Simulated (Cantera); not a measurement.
Charge: 1 mol SiH4, 33 mol N2, equilibrated at 2075 K and 100 Torr.

These are equilibrium values from Cantera (NASA tables, ideal gas, pure condensed phases), not measurements of a reactor. Candidate condensed phases: Si, Si3N4; 18 gas species. The tables' values for SiN are old estimates; treat these amounts as uncertain. Kinetics and transport are ignored.

Base state: N2 0.941, H2 0.0562, H 0.00173, Si 0.000764, Si2N 7.28e-5, SiN 5.93e-5, SiH 3.79e-5 (mole fractions); condensed: Si(l).

Question: What changes in the equilibrium state with this change: 0.039 mol O2 added?

Answer: 
| species | before | after |
|---|---|---|
| N2 | 0.941 | 0.939 |
| H2 | 0.0562 | 0.0560 |
| SiO | 0 | 0.00222 |
| SiH | 3.79e-5 | 3.78e-5 |
| H | 0.00173 | 0.00173 |
| Si(l), mol | 0.964 | 0.885 |
Further candidate phases: H2O, SiO2, Si2N2O.
